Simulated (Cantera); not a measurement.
Feed: 1 mol c-C₄F₈, 0.023 mol CH₄, 1.2 mol H₂, held at 2352 °C and 7.90 Pa.

Equilibrium computed with Cantera from the NASA thermochemical tables; the gas is ideal and each condensed phase is pure. Candidate condensed phases: C, C₆H₆, C₇H₈, C₈H₁₈; 95 gas species. The feed counts by its element totals alone. Rates play no part.

Base state: F 0.628, HF 0.260, C₃ 0.0400, CF 0.0295, H 0.0269, C 0.0108, C₂ 0.00377, CF₂ 0.00154 (mole fractions); condensed: C(graphite).

Problem. What changes in the equilibrium state with this change: H₂ from 1.2 to 5.4 mol?

Solution. 
| species | before | after |
|---|---|---|
| HF | 0.260 | 0.510 |
| H | 0.0269 | 0.322 |
| F | 0.628 | 0.103 |
| CF | 0.0295 | 0.00485 |
| C | 0.0108 | 0.0108 |
| C₃ | 0.0400 | 0.0400 |
| C₂H₂ (acetylene) | 5.65e-7 | 8.10e-5 |
| H₂ | 3.17e-5 | 0.00454 |
| CF₂ | 0.00154 | 4.14e-5 |
| C₂H | 4.43e-5 | 0.000531 |
| C₄ | 4.01e-5 | 4.01e-5 |
| C(graphite), mol | 2.54 | 2.14 |
